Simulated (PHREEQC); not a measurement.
## Brine: an equilibrium model

Solution (85 °C and 300 atm): 1.1 mol Na2CO3, 0.059 mol NaHCO3 and 0.00048 mol H4SiO4 per kg of water. Closed to the air; pH follows from the charge balance.

Computed with PHREEQC (Pitzer model, pitzer.dat).

Each row changes one thing in this solution. No solid was allowed to form.

```tsv
case	pH	ionic strength (mol/kgw)	CO3-2 (mol/kgw)	HCO3- (mol/kgw)	CO2 (mol/kgw)
as made	10.51	3.34	1.08	0.0752	8.70e-7
H4SiO4 left out	10.51	3.34	1.08	0.0746	8.56e-7
temperature from 85 to 20 °C	10.70	3.36	1.10	0.0600	5.44e-7
temperature from 85 to 45 °C	10.58	3.36	1.10	0.0619	5.72e-7
NaHCO3 from 0.059 to 0.59 mol/kgw	9.56	3.89	1.10	0.592	4.79e-5
Na2CO3 from 1.1 to 0.99 mol/kgw	10.46	3.01	0.975	0.0742	1.03e-6
temperature from 85 to 10 °C	10.79	3.36	1.10	0.0598	5.53e-7
Na2CO3 left out	7.86	0.0600	0.00101	0.0569	0.00109
Na2CO3 replaced by NaCl at the same molality	7.49	1.16	0.00116	0.0566	0.00121
```

Species that the database lacks are ignored. In brines, pH and single-ion activities rest on the MacInnes convention. Under pressure, the constants of complexes without a molar volume in the database are unreliable. Away from 25 °C the constants follow the database's enthalpies or fits; those with neither stay at their 25 °C values.
